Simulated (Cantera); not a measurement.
## Equilibrium for hydrogen reduction and annealing atmospheres: Ta2O5 + H2 + H2O

Feed: 1 mol Ta2O5, 4.3 mol H2, 1.5 mol H2O, held at 1650 K and 0.630 bar.

Equilibrium computed with Cantera from the NASA thermochemical tables; the gas is ideal and each condensed phase is pure. Candidate condensed phases: H2O, Ta, Ta2O5; 12 gas species. Rates play no part.

- x(H2): 0.741
- x(H2O): 0.259
- x(H): 9.85e-5
- x(OH): 1.55e-6
- n(Ta2O5(s)): 1.00 mol
- gas amount: 5.800 mol
- log10 activity of Ta(s) (absent): -7.74
